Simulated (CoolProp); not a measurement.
Ethane along the isotherm 219.7 K: density (kg/m³) from the reference equation and from simpler models built on Tc = 305.3 K, pc = 4.872 MPa, ω = 0.099; each cubic takes its own stable root.

Values from CoolProp's reference Helmholtz-energy equation of state, Bücker 2006.

| p (MPa) | phase | reference | van der Waals | Redlich-Kwong | Soave-Redlich-Kwong |
|---|---|---|---|---|---|
| 0.0231 | gas | 0.3819 | 0.3814 | 0.3818 | 0.3818 |
| 0.0373 | gas | 0.6183 | 0.6170 | 0.6181 | 0.6181 |
| 0.0603 | gas | 1.004 | 1.001 | 1.003 | 1.004 |
| 0.0975 | gas | 1.635 | 1.626 | 1.633 | 1.634 |
| 0.157 | gas | [?] | 2.640 | [?] | 2.661 |
| 0.254 | gas | 4.402 | 4.331 | 4.384 | 4.389 |
| 0.411 | gas | 7.390 | 7.175 | 7.329 | [?] |
| 0.664 | liquid | 497.0 | 12.09 | 467.7 | 472.6 |
| 1.07 | liquid | 497.7 | 21.14 | 468.8 | 473.7 |
| 1.73 | liquid | 498.7 | 325.8 | 470.6 | 475.3 |
| 2.8 | liquid | 500.4 | 329.2 | 473.3 | 477.8 |
| 4.52 | liquid | [?] | 334.0 | 477.4 | 481.7 |
| 7.31 | liquid | 507.0 | 340.6 | 483.5 | 487.5 |

**Question.** Complete the blanks.

**Answer.** 
- 0.157, reference: 2.665
- 0.157, Redlich-Kwong: 2.659
- 0.411, Soave-Redlich-Kwong: 7.343
- 4.52, reference: 503.0

At some of these states van der Waals gives the other phase, because its saturation line lies elsewhere.
